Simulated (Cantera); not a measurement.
**Transport properties of process gases**

Gas mixture: H2O : CO : C2H6 = 0.69 : 0.59 : 0.43 (molar parts), at 0.0750 Torr, frozen composition.

Cantera's kinetic-theory transport with the Lennard-Jones parameters of GRI-Mech 3.0, ideal gas; thermal conductivity in the mixture-averaged form. Polar gases are described roughly by these parameters. The composition is frozen, though it would react at the higher temperatures.

```csv
T (K),ρ (kg/m³),cp (J/kg/K),μ (µPa s),λ (mW/m/K),Pr,D (cm²/s) OH,D (cm²/s) NH3,D (cm²/s) C2H2
400,7.37e-5,1647,15.9,34.7,0.755,5150,3330,2640
550,5.36e-5,1872,21.1,50.6,0.780,9010,6190,4750
700,4.21e-5,2078,25.8,67.2,0.798,13700,9780,7320
850,3.47e-5,2250,30.2,84.1,0.808,19000,14000,10300
1000,2.95e-5,2407,34.4,101,0.818,25000,18900,13700
1150,2.56e-5,2538,38.3,118,0.825,31600,24200,17400
1300,2.27e-5,2650,42.0,134,0.829,38900,30100,21400
1450,2.03e-5,2745,45.6,151,0.832,46600,36500,25700
```
D: mixture-averaged diffusion coefficient of that species in the mixture.
